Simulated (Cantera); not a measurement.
A closed system holds: 1 mol Cu, 29 mol H₂O, 230 mol H₂, held at 750 °C and 1.70 bar.

Method: chemical equilibrium by Gibbs-energy minimisation in Cantera with the NASA 1993 tables (ideal gas, pure condensed phases). Candidate condensed phases: Cu, CuO, Cu(OH)₂, Cu₂O, H₂O; 12 gas species. Equilibrium is a limit: real reactors are often held back by kinetics, nucleation or transport.

Base state: H₂ 0.888, H₂O 0.112 (mole fractions); condensed: Cu(s).

What changes in the equilibrium state with this change: Cu replaced by Al?


```json
[
 {"species": "H₂", "before": "0.888", "after": "0.894"},
 {"species": "H₂O", "before": "0.112", "after": "0.106"},
 {"species": "Cu(s), mol", "before": "1.00", "after": "0"},
 {"species": "Al₂O₃(s), mol", "before": "0", "after": "0.500"}
]
```
Further candidate phases: Al, Al₂O₃.

What changes in the equilibrium state with this change: temperature from 750 °C to 1652 °C?


| species | before | after |
|---|---|---|
| H₂ | 0.888 | 0.886 |
| H₂O | 0.112 | 0.112 |
| Cu | <1e-9 | 0.00123 |
| H | 3.00e-9 | 0.000690 |
| Cu(s), mol | 1.00 | 0 |
| Cu(l), mol | 0 | 0.680 |
